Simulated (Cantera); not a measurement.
Stirred combustor or abatement burner

A perfectly stirred reactor is fed with CH₃OH : O₂ : N₂ = 1.3 : 1.5 : 5.64 (molar parts), equivalence ratio 1.3, at 5.00 bar; it is adiabatic with a 425 K inlet, and is followed from long to short residence time, starting on the burning branch (τ in s: 0.076, 0.039, 0.02, 0.01, 0.0053, 0.0027, 0.0014, 0.00073, 0.00037, 0.00019, 9.9e-05).

Model: GRI-Mech 3.0 (53 species, 325 reactions), integrated in Cantera. GRI-Mech 3.0 was tuned for natural gas; its chemistry of methanol as a main component is partial and can be far from experiment.

| τ (s) | T (K) | x CH₃OH | x O₂ | x HCN | x N₂O | x CH₂O | x H₂O |
|---|---|---|---|---|---|---|---|
| 0.076 | 2175 | 9.01e-7 | 5.86e-5 | 2.45e-7 | 1.17e-8 | 9.64e-7 | 0.237 |
| 0.039 | 2173 | 1.46e-6 | 9.17e-5 | 3.06e-7 | 1.41e-8 | 1.53e-6 | 0.236 |
| 0.020 | 2170 | 2.29e-6 | 0.000144 | 3.62e-7 | 1.75e-8 | 2.34e-6 | 0.236 |
| 0.010 | 2165 | 3.58e-6 | 0.000233 | 4.26e-7 | 2.24e-8 | 3.57e-6 | 0.236 |
| 0.0053 | 2158 | 5.32e-6 | 0.000361 | 5.07e-7 | 2.81e-8 | 5.23e-6 | 0.235 |
| 0.0027 | 2148 | 8.12e-6 | 0.000574 | 6.37e-7 | 3.56e-8 | 7.86e-6 | 0.234 |
| 0.0014 | 2136 | 1.23e-5 | 0.000896 | 8.34e-7 | 4.44e-8 | 1.18e-5 | 0.233 |
| 0.00073 | 2120 | 1.89e-5 | 0.00138 | 1.13e-6 | 5.45e-8 | 1.78e-5 | 0.231 |
| 0.00037 | 2098 | 3.01e-5 | 0.00212 | 1.58e-6 | 6.59e-8 | 2.78e-5 | 0.230 |
| 0.00019 | 2071 | 4.89e-5 | 0.00318 | 2.21e-6 | 7.74e-8 | 4.43e-5 | 0.227 |
| 9.9e-5 | 2039 | 8.21e-5 | 0.00470 | 3.04e-6 | 8.79e-8 | 7.27e-5 | 0.225 |
x: mole fraction; the columns are a selection and need not sum to one.
